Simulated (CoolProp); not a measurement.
Vapour-liquid equilibrium of R124 (1) + R142b (2) at 14.6 bar; x and y are mole fractions of (1).

The numbers come from the multi-fluid Helmholtz-energy mixture model, de Vries 1995 and Lemmon 2006; pair parameters Bell 2016 in CoolProp.

Question: Give the bubble temperature and the first vapour's composition at x = 0.05, 0.5, 0.65. Is there an azeotrope?

Answer: x = 0.05: 355.5 K, y = 0.054; x = 0.5: 353.2 K, y = 0.520; x = 0.65: 352.3 K, y = 0.671. No azeotrope shows between x = 0.05 and 0.95.

Pair parameters are fitted to limited data, so mixtures are less certain than the pure fluids.
